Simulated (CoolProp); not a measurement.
Saturated liquid density (kg/m³) of hexamethyldisiloxane (MM): the reference equation beside estimates from Tc = 245.6 °C, pc = 19.31 bar, ω = 0.418. Rackett uses Z = 0.29056 − 0.08775 ω.

Computed with CoolProp (reference Helmholtz-energy equation of state, Thol 2016).

```json
[
 {"T (°C)": "55.05", "reference": "727.2", "Rackett": "802.0", "Redlich-Kwong": "642.0", "Peng-Robinson": "766.7"},
 {"T (°C)": "62.25", "reference": "719.2", "Rackett": "793.0", "Redlich-Kwong": "634.1", "Peng-Robinson": "759.1"},
 {"T (°C)": "69.55", "reference": "711.0", "Rackett": "783.7", "Redlich-Kwong": "625.9", "Peng-Robinson": "751.1"},
 {"T (°C)": "76.75", "reference": "702.8", "Rackett": "774.4", "Redlich-Kwong": "617.6", "Peng-Robinson": "742.9"},
 {"T (°C)": "84.05", "reference": "694.4", "Rackett": "?", "Redlich-Kwong": "?", "Peng-Robinson": "734.2"},
 {"T (°C)": "91.35", "reference": "?", "Rackett": "755.0", "Redlich-Kwong": "599.9", "Peng-Robinson": "725.1"},
 {"T (°C)": "98.55", "reference": "677.2", "Rackett": "745.1", "Redlich-Kwong": "590.8", "Peng-Robinson": "715.8"},
 {"T (°C)": "105.85", "reference": "668.3", "Rackett": "734.9", "Redlich-Kwong": "581.3", "Peng-Robinson": "705.9"},
 {"T (°C)": "113.05", "reference": "659.4", "Rackett": "724.6", "Redlich-Kwong": "571.6", "Peng-Robinson": "695.6"},
 {"T (°C)": "120.35", "reference": "650.1", "Rackett": "?", "Redlich-Kwong": "561.5", "Peng-Robinson": "684.7"},
 {"T (°C)": "127.65", "reference": "640.5", "Rackett": "702.9", "Redlich-Kwong": "551.0", "Peng-Robinson": "673.2"},
 {"T (°C)": "134.85", "reference": "630.9", "Rackett": "?", "Redlich-Kwong": "540.3", "Peng-Robinson": "661.3"},
 {"T (°C)": "142.15", "reference": "?", "Rackett": "?", "Redlich-Kwong": "529.0", "Peng-Robinson": "648.6"},
 {"T (°C)": "149.35", "reference": "610.5", "Rackett": "668.1", "Redlich-Kwong": "?", "Peng-Robinson": "635.4"}
]
```

Task: Fill in the missing entries.

Result: 
- 84.05, Rackett: 764.8
- 84.05, Redlich-Kwong: 608.9
- 91.35, reference: 685.8
- 120.35, Rackett: 713.9
- 134.85, Rackett: 691.7
- 142.15, reference: 620.8
- 142.15, Rackett: 680.0
- 149.35, Redlich-Kwong: 517.4

Absolute difference from the reference over all 14 rows, mean and median: Rackett 9.9 and 10.0 %, Redlich-Kwong 13.1 and 12.9 %, Peng-Robinson 5.3 and 5.5 %.
